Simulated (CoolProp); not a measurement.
Isohexane at 370.63 K and 0.209 MPa is throttled through a valve to 0.0609 MPa with no heat exchange. Each further row changes one setting.

Computed with CoolProp (reference Helmholtz-energy equation of state, Lemmon 2006). It is a short technical equation, of lower accuracy than the large ones.

```json
[
 {"case": "as stated", "temperature change (K)": "[?]", "final density (kg/m³)": "[?]"},
 {"case": "outlet pressure 0.0183 MPa", "temperature change (K)": "[?]", "final density (kg/m³)": "[?]"},
 {"case": "outlet pressure 0.0792 MPa", "temperature change (K)": "[?]", "final density (kg/m³)": "[?]"}
]
```

Task: What belongs in the gaps?

Result: 
- as stated, temperature change (K): -3.2
- as stated, final density (kg/m³): 1.75
- outlet pressure 0.0183 MPa, temperature change (K): -4.1
- outlet pressure 0.0183 MPa, final density (kg/m³): 0.521
- outlet pressure 0.0792 MPa, temperature change (K): -2.8
- outlet pressure 0.0792 MPa, final density (kg/m³): 2.29
